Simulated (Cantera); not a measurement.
An adiabatic, constant-pressure homogeneous reactor starts with H₂ : O₂ : N₂ : NO = 1 : 0.794 : 2.98 : 0.0072 (molar parts), at 1525 K and 3.00 bar.

Model: GRI-Mech 3.0 (53 species, 325 reactions), integrated in Cantera. The hydrogen kinetics of GRI-Mech 3.0 are dated; newer H2 mechanisms differ, most at raised pressure.

### Question
Predict: time of steepest temperature rise; temperature at 0.100 s; equilibrium temperature; x(H₂) at 0.100 s; x(O₂) at 0.100 s; x(NO) at 0.100 s; x(N₂O) at 0.100 s; x(OH) at 0.100 s; x(H) at 0.100 s.

### Answer
| Item | Result |
|---|---|
| time of steepest temperature rise | 4.25 µs |
| temperature at 0.100 s | 2735 K |
| equilibrium temperature | 2735 K |
| x(H₂) at 0.100 s | 0.00857 (gas-phase equilibrium 0.00857) |
| x(O₂) at 0.100 s | 0.0569 (gas-phase equilibrium 0.0569) |
| x(NO) at 0.100 s | 0.0163 (gas-phase equilibrium 0.0163) |
| x(N₂O) at 0.100 s | 1.46e-6 (gas-phase equilibrium 1.46e-6) |
| x(OH) at 0.100 s | 0.0225 (gas-phase equilibrium 0.0225) |
| x(H) at 0.100 s | 0.00349 (gas-phase equilibrium 0.00349) |
